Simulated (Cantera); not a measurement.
## Sublimation and decomposition of ceramics: SiO₂ + C + N₂

A closed system holds: 1 mol SiO₂, 0.092 mol C, 7 mol N₂, held at 1477 °C and 0.100 bar.

These are equilibrium values from Cantera (NASA tables, ideal gas, pure condensed phases), not measurements of a reactor. Candidate condensed phases: C, Si, SiC, SiO₂, Si₂N₂O, Si₃N₄; 34 gas species. The tables hold silica as quartz up to 1696 K and as liquid above; real silica turns to tridymite and cristobalite and melts near 1996 K. The numbers say what is thermodynamically allowed, not how fast it happens.

| Quantity | Result |
|---|---|
| x(N₂) | 0.974 |
| x(SiO) | 0.0128 |
| x(CO) | 0.0128 |
| x(CO₂) | 2.22e-6 |
| n(SiO₂(condensed)) | 0.908 mol |
| gas amount | 7.184 mol |
| log10 activity of Si(l) (absent) | -2.52 |
| log10 activity of C(graphite) (absent) | -3.12 |
